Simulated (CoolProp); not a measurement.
Saturation properties of nitrogen.

Computed with CoolProp (reference Helmholtz-energy equation of state, Span 2000).

```csv
T (K),p (bar),enthalpy of vaporisation (kJ/kg),liquid conductivity (mW/(m K))
90.8,3.858,179.1,118
94.2,5.081,172.9,112
97.6,6.564,166.2,105
101.1,8.393,158.5,97.9
104.5,10.49,150.1,91.3
107.9,12.95,140.8,84.6
111.4,15.88,129.7,77.7
114.8,19.16,117.1,71.0
118.2,22.91,101.8,64.4
```

It boils at 77.4 K under 1 atm.

Thermal conductivity comes from a separate model (Lemmon 2004).
